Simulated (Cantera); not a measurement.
Standard-state values (1 bar) from the NASA 1993 polynomials, evaluated with Cantera. Values are per mole of reaction as written; species without (g) are pure solids or liquids, kept so even where they would boil at 1 bar.

Al₂O(g) + CO(g) → CO₂(g) + 2 Al, with ΔH° = -137.8 kJ and ΔS° = -179.6 J/K at 300 K.

Q: How far is the shortcut ΔG° ≈ ΔH°(300 K) − T·ΔS°(300 K) from the full temperature-dependent value at 1823, 1873, 1923, 1973, 2023, 2073, 2123, 2173, 2223, 2273 K?

A: 
```
T (K)  shortcut (kJ)  full (kJ)  difference (kJ)  difference in log10 K  condensed phases
-----  -------------  ---------  ---------------  ---------------------  ----------------
1823           189.6      142.9             46.7                  -1.34             Al(l)
1873           198.6      149.1             49.5                  -1.38             Al(l)
1923           207.5      155.3             52.3                  -1.42             Al(l)
1973           216.5      161.4             55.1                  -1.46             Al(l)
2023           225.5      167.5             58.0                  -1.50             Al(l)
2073           234.5      173.6             60.9                  -1.53             Al(l)
2123           243.5      179.7             63.8                  -1.57             Al(l)
2173           252.4      185.7             66.8                  -1.60             Al(l)
2223           261.4      191.7             69.7                  -1.64             Al(l)
2273           270.4      197.6             72.8                  -1.67             Al(l)
```
The shortcut ignores heat capacities and the phase changes listed.
